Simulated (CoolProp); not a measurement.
Vapour-liquid equilibrium of carbon dioxide (1) + 1-butene (2) at 0.518 MPa; x and y are mole fractions of (1).

The numbers come from the multi-fluid Helmholtz-energy mixture model, Span 1996 and Lemmon 2005; pair parameters Bell 2016 in CoolProp.

Task: Give the bubble temperature and the first vapour's composition at x = 0.35, 0.65, 0.8. Is there an azeotrope?

Result: x = 0.35: -38.0 °C, y = 0.962; x = 0.65: -49.3 °C, y = 0.986; x = 0.8: -52.3 °C, y = 0.991. No azeotrope shows between x = 0.05 and 0.95.

The pair parameters rest on a limited set of measurements; away from them the model extrapolates. The gap from Raoult's law changes sign with composition, which may be real or a fault of the pair parameters; it wasn't checked against measurements.
